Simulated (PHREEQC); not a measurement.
KOH is added in steps, without added water, to 1 kg of water holding 0.0043 mol HCl, 7.9e-05 mol Li2SO4 and 0.025 mol Na2SO4, at 40 °C. The system is closed to CO2. Solids allowed: Arcanite, Glaserite, Halite, Mirabilite, Misenite, Sylvite, Thenardite. Others were left out.

Base run: PHREEQC, Pitzer model, pitzer.dat. Each further column changes one thing. The table gives pH.

```json
[
 {"KOH added (mol)": "0", "base": "2.83", "Na2SO4 from 0.025 to 0.05 mol/kgw": "2.98", "diluted 2-fold with water": "3.01", "temperature from 40 to 15 °C": "2.70", "no solid may form": "2.83"},
 {"KOH added (mol)": "0.0007625", "base": "2.92", "Na2SO4 from 0.025 to 0.05 mol/kgw": "3.07", "diluted 2-fold with water": "3.21", "temperature from 40 to 15 °C": "2.78", "no solid may form": "2.92"},
 {"KOH added (mol)": "0.001779", "base": "3.07", "Na2SO4 from 0.025 to 0.05 mol/kgw": "3.22", "diluted 2-fold with water": "3.79", "temperature from 40 to 15 °C": "2.93", "no solid may form": "3.07"},
 {"KOH added (mol)": "0.002542", "base": "3.23", "Na2SO4 from 0.025 to 0.05 mol/kgw": "3.38", "diluted 2-fold with water": "10.04", "temperature from 40 to 15 °C": "3.09", "no solid may form": "3.23"},
 {"KOH added (mol)": "0.003558", "base": "3.61", "Na2SO4 from 0.025 to 0.05 mol/kgw": "3.76", "diluted 2-fold with water": "10.60", "temperature from 40 to 15 °C": "3.47", "no solid may form": "3.61"},
 {"KOH added (mol)": "0.004321", "base": "8.74", "Na2SO4 from 0.025 to 0.05 mol/kgw": "8.72", "diluted 2-fold with water": "10.79", "temperature from 40 to 15 °C": "9.56", "no solid may form": "8.74"},
 {"KOH added (mol)": "0.005338", "base": "10.44", "Na2SO4 from 0.025 to 0.05 mol/kgw": "10.41", "diluted 2-fold with water": "10.95", "temperature from 40 to 15 °C": "11.25", "no solid may form": "10.44"},
 {"KOH added (mol)": "0.0061", "base": "10.68", "Na2SO4 from 0.025 to 0.05 mol/kgw": "10.65", "diluted 2-fold with water": "11.04", "temperature from 40 to 15 °C": "11.49", "no solid may form": "10.68"}
]
```

Constants without temperature data keep their 25 °C values here.
